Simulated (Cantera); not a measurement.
A perfectly stirred reactor is fed with NO : N2 = 1 : 1.2 (molar parts), at 0.150 bar; it is held at 2125 K, and followed from long to short residence time.

Computed with Cantera and GRI-Mech 3.0 (53 species, 325 reactions).

Question: Predict: x(NO) at τ = 23.0 s; x(N2O) at τ = 23.0 s; x(NO2) at τ = 23.0 s; x(O2) at τ = 23.0 s; x(N2) at τ = 23.0 s; x(NO) at τ = 79.0 ms; x(N2O) at τ = 79.0 ms; x(NO2) at τ = 79.0 ms; x(O2) at τ = 79.0 ms; x(N2) at τ = 79.0 ms.

Answer: 
| Item | Result |
|---|---|
| x(NO) at τ = 23.0 s | 0.0289 |
| x(N2O) at τ = 23.0 s | 4.72e-7 |
| x(NO2) at τ = 23.0 s | 1.59e-5 |
| x(O2) at τ = 23.0 s | 0.212 |
| x(N2) at τ = 23.0 s | 0.758 |
| x(NO) at τ = 79.0 ms | 0.425 |
| x(N2O) at τ = 79.0 ms | 7.81e-5 |
| x(NO2) at τ = 79.0 ms | 6.99e-5 |
| x(O2) at τ = 79.0 ms | 0.0141 |
| x(N2) at τ = 79.0 ms | 0.560 |
